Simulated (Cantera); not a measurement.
An adiabatic, constant-volume homogeneous reactor starts with CO : H2 : CH4 : O2 : N2 = 1 : 0.22 : 0.48 : 1.31 : 4.92 (molar parts), equivalence ratio 1.2, at 1573 K and 36000 Pa. Integrator tolerance rtol = 1e-08.

Cantera simulation using GRI-Mech 3.0 (53 species, 325 reactions); the numbers are that mechanism's predictions, not measurements.

Problem. What does this change do: pressure from 36000 Pa to 100000 Pa?

Solution. 
```tsv
quantity	before	after
time of steepest temperature rise	0.391 ms	0.159 ms
temperature at 2.00 s	2842 K	2941 K
equilibrium temperature	2842 K	2941 K
x(CO) at 2.00 s	0.111 (gas-phase equilibrium 0.111)	0.108 (gas-phase equilibrium 0.108)
x(H2) at 2.00 s	0.0223 (gas-phase equilibrium 0.0223)	0.0209 (gas-phase equilibrium 0.0209)
x(CH4) at 2.00 s	<1e-12 (gas-phase equilibrium <1e-12)	<1e-12 (gas-phase equilibrium <1e-12)
x(CO2) at 2.00 s	0.0729 (gas-phase equilibrium 0.0729)	0.0769 (gas-phase equilibrium 0.0769)
x(CH2) at 2.00 s	<1e-12 (gas-phase equilibrium <1e-12)	<1e-12 (gas-phase equilibrium <1e-12)
x(C2H2) at 2.00 s	<1e-12 (gas-phase equilibrium <1e-12)	<1e-12 (gas-phase equilibrium <1e-12)
```
